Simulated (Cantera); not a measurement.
Transport properties of process gases

Gas mixture: H₂O : O₂ : CO₂ = 0.44 : 0.42 : 0.84 (molar parts), at 10.5 Torr, frozen composition.

Cantera's kinetic-theory transport with the Lennard-Jones parameters of GRI-Mech 3.0, ideal gas; thermal conductivity in the multicomponent form. Polar gases are described roughly by these parameters.

```json
[
 {"T (K)": "400", "ρ (kg/m³)": "0.0144", "cp (J/kg/K)": "1070", "μ (µPa s)": "19.9", "λ (mW/m/K)": "30.7", "Pr": "0.692", "D (cm²/s) NO": "22.0", "D (cm²/s) OH": "35.2", "D (cm²/s) CO₂": "19.9"},
 {"T (K)": "600", "ρ (kg/m³)": "0.00963", "cp (J/kg/K)": "1187", "μ (µPa s)": "28.2", "λ (mW/m/K)": "48.3", "Pr": "0.691", "D (cm²/s) NO": "45.2", "D (cm²/s) OH": "71.5", "D (cm²/s) CO₂": "42.3"},
 {"T (K)": "800", "ρ (kg/m³)": "0.00722", "cp (J/kg/K)": "1276", "μ (µPa s)": "35.4", "λ (mW/m/K)": "65.4", "Pr": "0.691", "D (cm²/s) NO": "74.1", "D (cm²/s) OH": "117", "D (cm²/s) CO₂": "70.9"},
 {"T (K)": "1000", "ρ (kg/m³)": "0.00578", "cp (J/kg/K)": "1345", "μ (µPa s)": "42.0", "λ (mW/m/K)": "81.9", "Pr": "0.690", "D (cm²/s) NO": "108", "D (cm²/s) OH": "171", "D (cm²/s) CO₂": "105"},
 {"T (K)": "1200", "ρ (kg/m³)": "0.00481", "cp (J/kg/K)": "1398", "μ (µPa s)": "48.1", "λ (mW/m/K)": "97.6", "Pr": "0.689", "D (cm²/s) NO": "147", "D (cm²/s) OH": "232", "D (cm²/s) CO₂": "144"},
 {"T (K)": "1400", "ρ (kg/m³)": "0.00413", "cp (J/kg/K)": "1442", "μ (µPa s)": "53.8", "λ (mW/m/K)": "113", "Pr": "0.688", "D (cm²/s) NO": "191", "D (cm²/s) OH": "300", "D (cm²/s) CO₂": "187"},
 {"T (K)": "1600", "ρ (kg/m³)": "0.00361", "cp (J/kg/K)": "1478", "μ (µPa s)": "59.1", "λ (mW/m/K)": "127", "Pr": "0.687", "D (cm²/s) NO": "239", "D (cm²/s) OH": "374", "D (cm²/s) CO₂": "235"}
]
```
D: mixture-averaged diffusion coefficient of that species in the mixture.
